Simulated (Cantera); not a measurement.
Feed: 1 mol Si, 0.83 mol HCl, 1.7 mol H2, held at 1675 K and 17000 Pa.

Method: chemical equilibrium by Gibbs-energy minimisation in Cantera with the NASA 1993 tables (ideal gas, pure condensed phases). The tables' values for SiCl3, SiCl are old estimates; treat these amounts as uncertain. Kinetics and transport are ignored.

```csv
species,before,after
H2,0.770,0.901
SiCl4,0.000613,0.0674
SiHCl3,0.000626,0.0292
HCl,0.136,0.000941
SiCl2,0.0867,8.50e-7
H,0.000247,<1e-9
Cl,3.41e-5,<1e-9
SiCl,3.13e-5,<1e-9
SiCl3,0.00506,1.76e-5
SiH2Cl2,0.000110,0.000930
"Si(s), mol",0.765,0.775
```
Gas species are given as mole fractions.

Problem. What was changed between the two runs?
A) H2 from 1.7 to 5.4 mol
B) temperature from 1675 K to 1200 K
C) HCl from 0.83 to 3.1 mol
D) temperature from 1675 K to 750 K

Solution. D, temperature from 1675 K to 750 K. The tables' values for SiCl3 are old estimates; treat these amounts as uncertain
